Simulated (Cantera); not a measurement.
A perfectly stirred reactor is fed with C2H6 : N2 = 0.13 : 44 (molar parts), at 750 Torr; it is held at 1000 K, and followed from long to short residence time.

Computed with Cantera and GRI-Mech 3.0 (53 species, 325 reactions). GRI-Mech 3.0 stops at C3 and has no aromatics, soot or wall deposition, so with more carbon than oxygen in the feed, carbon stays in small species such as C2H2 where larger ones or solid carbon would form.

Question: Predict: x(C2H6) at τ = 0.780 s; x(CH3) at τ = 0.780 s; x(H2) at τ = 0.780 s; x(H) at τ = 0.780 s; x(C2H6) at τ = 4.70 ms; x(CH3) at τ = 4.70 ms; x(H2) at τ = 4.70 ms; x(H) at τ = 4.70 ms.

Answer: 
```
Quantity                   Value
----------------------  --------
x(C2H6) at τ = 0.780 s   0.00239
x(CH3) at τ = 0.780 s    6.32e-8
x(H2) at τ = 0.780 s    0.000550
x(H) at τ = 0.780 s      1.87e-8
x(C2H6) at τ = 4.70 ms   0.00295
x(CH3) at τ = 4.70 ms    1.40e-8
x(H2) at τ = 4.70 ms     3.48e-7
x(H) at τ = 4.70 ms      1.60e-9
```
